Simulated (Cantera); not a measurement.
Source: NASA polynomial tables (part measured, part estimated), evaluated in Cantera. Values are per mole of reaction as written; species without (g) are pure solids or liquids, kept so even where they would boil at 1 bar.

3 H2S(g) + C2H2(g) + 3 NiS = 2 CH4(g) + 3 NiS2

```json
[
 {"T (K)": "300", "ΔH° (kJ)": "-446.4", "ΔS° (J/K)": "-388.6", "ΔG° (kJ)": "-329.9", "log10 K": "57.43", "condensed phases": "NiS(s), NiS2(s)"},
 {"T (K)": "398", "ΔH° (kJ)": "-447.2", "ΔS° (J/K)": "-390.7", "ΔG° (kJ)": "-291.7", "log10 K": "38.28", "condensed phases": "NiS(s), NiS2(s)"},
 {"T (K)": "498", "ΔH° (kJ)": "-448.1", "ΔS° (J/K)": "-392.7", "ΔG° (kJ)": "-252.5", "log10 K": "26.48", "condensed phases": "NiS(s), NiS2(s)"},
 {"T (K)": "598", "ΔH° (kJ)": "-448.7", "ΔS° (J/K)": "-393.9", "ΔG° (kJ)": "-213.2", "log10 K": "18.62", "condensed phases": "NiS(s), NiS2(s)"},
 {"T (K)": "698", "ΔH° (kJ)": "-467.9", "ΔS° (J/K)": "-423.4", "ΔG° (kJ)": "-172.4", "log10 K": "12.90", "condensed phases": "NiS(s), NiS2(s)"},
 {"T (K)": "798", "ΔH° (kJ)": "?", "ΔS° (J/K)": "?", "ΔG° (kJ)": "?", "log10 K": "?", "condensed phases": "NiS(s), NiS2(s)"},
 {"T (K)": "898", "ΔH° (kJ)": "?", "ΔS° (J/K)": "?", "ΔG° (kJ)": "?", "log10 K": "?", "condensed phases": "NiS(s), NiS2(s)"},
 {"T (K)": "998", "ΔH° (kJ)": "-465.5", "ΔS° (J/K)": "-420.5", "ΔG° (kJ)": "-45.8", "log10 K": "2.40", "condensed phases": "NiS(s), NiS2(s)"},
 {"T (K)": "1098", "ΔH° (kJ)": "?", "ΔS° (J/K)": "?", "ΔG° (kJ)": "?", "log10 K": "?", "condensed phases": "NiS(s), NiS2(s)"},
 {"T (K)": "1198", "ΔH° (kJ)": "-464.0", "ΔS° (J/K)": "-419.1", "ΔG° (kJ)": "38.1", "log10 K": "-1.66", "condensed phases": "NiS(s), NiS2(s)"},
 {"T (K)": "1298", "ΔH° (kJ)": "-356.9", "ΔS° (J/K)": "-337.2", "ΔG° (kJ)": "80.8", "log10 K": "-3.25", "condensed phases": "NiS(l), NiS2(l)"}
]
```

Fill in the missing entries.


- 798, ΔH° (kJ): -467.1
- 798, ΔS° (J/K): -422.3
- 798, ΔG° (kJ): -130.1
- 798, log10 K: 8.52
- 898, ΔH° (kJ): -466.3
- 898, ΔS° (J/K): -421.4
- 898, ΔG° (kJ): -87.9
- 898, log10 K: 5.11
- 1098, ΔH° (kJ): -464.7
- 1098, ΔS° (J/K): -419.8
- 1098, ΔG° (kJ): -3.8
- 1098, log10 K: 0.18
